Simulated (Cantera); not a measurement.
Cantera run:

```python
import numpy as np
import cantera as ct

gas_names = """
    CL CL2 H HCL H2 Si SiCL SiCL2 SiCL3 SiCL4 SiH SiHCL3 SiH2 SiH2CL2 SiH3 SiH3CL SiH4 Si2 Si3
""".split()
cond_names = """
    Si(cr) Si(L)
""".split()


# ... load() reads the species with a 1 bar reference pressure and builds the phases ...
atoms = {
    'SiCl4': {'Si': 1, 'CL': 4},
    'HCl': {'H': 1, 'CL': 1},
    'H2': {'H': 2},
}
top_T = {}  # K; cautious upper limits of use, not melting points


# ... equilibrate(T, P, feed) seeds the gas with the atoms and calls Mixture.equilibrate('TP', solver="vcs", rtol=1e-11, max_steps=5000) ...
results = []
feed = {'SiCl4': 1, 'HCl': 0.66, 'H2': 8.5}  # mol
P = 101325  # Pa
for T in [1375, 1400, 1425, 1450, 1475, 1500, 1525, 1550, 1575, 1600, 1625, 1650, 1675, 1700]:
    mix = equilibrate(T, P, feed)
    results.append((T, P, feed, dict(zip(mix.species_names, mix.species_moles))))
    x = sorted(zip(gas.X, gas.species_names), reverse=True)
    print(f"T = {T:g} K  P = {P:g} Pa  gas = {mix.phase_moles(0):.4g} mol")
    print("   x: " + "  ".join(f"{s} {v:.3e}" for v, s in x if v > 1e-05))
    print("   condensed (mol): " + ("  ".join(f"{mix.phase(i).name} {mix.phase_moles(i):.4g}"
          for i in range(1, mix.n_phases) if mix.phase_moles(i) > 1e-12) or "none"))
```

Result:

```
T = 1375 K  P = 101325 Pa  gas = 10.37 mol
   x: H2 7.773e-01  HCL 1.262e-01  SiCL4 4.925e-02  SiHCL3 1.935e-02  SiCL2 1.429e-02  SiCL3 1.238e-02  SiH2CL2 1.126e-03  SiH3CL 1.875e-05
   condensed (mol): none
T = 1400 K  P = 101325 Pa  gas = 10.42 mol
   x: H2 7.702e-01  HCL 1.338e-01  SiCL4 4.473e-02  SiHCL3 1.822e-02  SiCL2 1.808e-02  SiCL3 1.380e-02  SiH2CL2 1.117e-03  SiH3CL 1.968e-05
   condensed (mol): none
T = 1425 K  P = 101325 Pa  gas = 10.47 mol
   x: H2 7.627e-01  HCL 1.418e-01  SiCL4 4.015e-02  SiCL2 2.226e-02  SiHCL3 1.690e-02  SiCL3 1.507e-02  SiH2CL2 1.086e-03  SiH3CL 2.019e-05
   condensed (mol): none
T = 1450 K  P = 101325 Pa  gas = 10.53 mol
   x: H2 7.551e-01  HCL 1.499e-01  SiCL4 3.560e-02  SiCL2 2.674e-02  SiCL3 1.614e-02  SiHCL3 1.546e-02  SiH2CL2 1.039e-03  SiH3CL 2.030e-05
   condensed (mol): none
T = 1475 K  P = 101325 Pa  gas = 10.58 mol
   x: H2 7.474e-01  HCL 1.581e-01  SiCL2 3.141e-02  SiCL4 3.118e-02  SiCL3 1.697e-02  SiHCL3 1.395e-02  SiH2CL2 9.791e-04  SiH3CL 2.008e-05  H 1.114e-05
   condensed (mol): none
T = 1500 K  P = 101325 Pa  gas = 10.64 mol
   x: H2 7.398e-01  HCL 1.662e-01  SiCL2 3.616e-02  SiCL4 2.696e-02  SiCL3 1.752e-02  SiHCL3 1.243e-02  SiH2CL2 9.112e-04  SiH3CL 1.961e-05  H 1.504e-05
   condensed (mol): none
T = 1525 K  P = 101325 Pa  gas = 10.69 mol
   x: H2 7.324e-01  HCL 1.740e-01  SiCL2 4.090e-02  SiCL4 2.302e-02  SiCL3 1.780e-02  SiHCL3 1.095e-02  SiH2CL2 8.390e-04  H 2.011e-05  SiH3CL 1.896e-05
   condensed (mol): none
T = 1550 K  P = 101325 Pa  gas = 10.74 mol
   x: H2 7.255e-01  HCL 1.814e-01  SiCL2 4.552e-02  SiCL4 1.941e-02  SiCL3 1.781e-02  SiHCL3 9.545e-03  SiH2CL2 7.656e-04  H 2.665e-05  SiH3CL 1.819e-05
   condensed (mol): none
T = 1575 K  P = 101325 Pa  gas = 10.79 mol
   x: H2 7.190e-01  HCL 1.883e-01  SiCL2 4.993e-02  SiCL3 1.757e-02  SiCL4 1.618e-02  SiHCL3 8.245e-03  SiH2CL2 6.935e-04  H 3.501e-05  SiH3CL 1.735e-05
   condensed (mol): none
T = 1600 K  P = 101325 Pa  gas = 10.84 mol
   x: H2 7.131e-01  HCL 1.945e-01  SiCL2 5.409e-02  SiCL3 1.712e-02  SiCL4 1.334e-02  SiHCL3 7.063e-03  SiH2CL2 6.244e-04  H 4.561e-05  SiH3CL 1.649e-05
   condensed (mol): none
T = 1625 K  P = 101325 Pa  gas = 10.88 mol
   x: H2 7.078e-01  HCL 2.002e-01  SiCL2 5.793e-02  SiCL3 1.649e-02  SiCL4 1.090e-02  SiHCL3 6.010e-03  SiH2CL2 5.595e-04  H 5.897e-05  SiH3CL 1.563e-05  CL 1.313e-05
   condensed (mol): none
T = 1650 K  P = 101325 Pa  gas = 10.92 mol
   x: H2 7.031e-01  HCL 2.052e-01  SiCL2 6.143e-02  SiCL3 1.573e-02  SiCL4 8.836e-03  SiHCL3 5.084e-03  SiH2CL2 4.996e-04  H 7.568e-05  CL 1.731e-05  SiH3CL 1.478e-05
   condensed (mol): none
T = 1675 K  P = 101325 Pa  gas = 10.95 mol
   x: H2 6.990e-01  HCL 2.095e-01  SiCL2 6.459e-02  SiCL3 1.488e-02  SiCL4 7.116e-03  SiHCL3 4.283e-03  SiH2CL2 4.449e-04  H 9.644e-05  CL 2.257e-05  SiH3CL 1.397e-05
   condensed (mol): none
T = 1700 K  P = 101325 Pa  gas = 10.98 mol
   x: H2 6.954e-01  HCL 2.133e-01  SiCL2 6.740e-02  SiCL3 1.397e-02  SiCL4 5.702e-03  SiHCL3 3.596e-03  SiH2CL2 3.955e-04  H 1.221e-04  CL 2.911e-05  SiH3CL 1.320e-05
   condensed (mol): none
```

Method: chemical equilibrium by Gibbs-energy minimisation in Cantera with the NASA 1993 tables (ideal gas, pure condensed phases). The tables' values for SiCl3 are old estimates; treat these amounts as uncertain.
